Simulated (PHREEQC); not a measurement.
1 kg of water holding 0.024 mol/kgw KHCO3, 0.17 mol/kgw KCl, 0.0039 mol/kgw K2SO4 and 0.0062 mol/kgw K2CO3 is evaporated at 40 °C; the solids stay in contact with the brine. CO2 is held at log p = -3.4 (atm). Solids allowed: Arcanite, Kalicinite, Misenite, Sylvite. Others were left out.

The series has 28 steps of water left (kg), from 1 to 0.005205.

Computed with PHREEQC (Pitzer model, pitzer.dat).

**Question.** Which solids form, in which order, and at which step of the series does each first stand?

**Answer.** Arcanite from water left = 0.03583 kg (pH 10.15); Sylvite from water left = 0.02949 kg (pH 10.20).

Species that the database lacks are ignored. Away from 25 °C the constants follow the database's enthalpies or fits; those with neither stay at their 25 °C values.
